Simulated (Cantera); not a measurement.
Charge: 1 mol CH₃SiH₃, 0.063 mol HCl, 44 mol H₂, 0.26 mol CH₄, equilibrated at 2275 K and 0.240 bar.

These are equilibrium values from Cantera (NASA tables, ideal gas, pure condensed phases), not measurements of a reactor. Candidate condensed phases: C, C₆H₆, C₇H₈, C₈H₁₈, Si, SiC; 109 gas species. The feed counts by its element totals alone. Gases not in the tables: Si₂H₆ and higher silanes. Kinetics and transport are ignored.

Task: What is the equilibrium state?

Result: 
* **x(H₂)**: 0.978
* **x(H)**: 0.0171
* **x(C₂H₂ (acetylene))**: 0.00297
* **x(HCl)**: 0.00129
* **x(Si)**: 0.000465
* **x(SiH)**: 8.66e-5
* **x(SiH₂)**: 6.14e-5
* **x(SiC₂)**: 4.69e-5
* **x(CH₄)**: 4.61e-5
* **n(SiC(s))**: 0.965 mol
* **gas amount**: 48.02 mol
* **log10 activity of C(graphite) (absent)**: -0.05
* **log10 activity of Si(l) (absent)**: -0.82
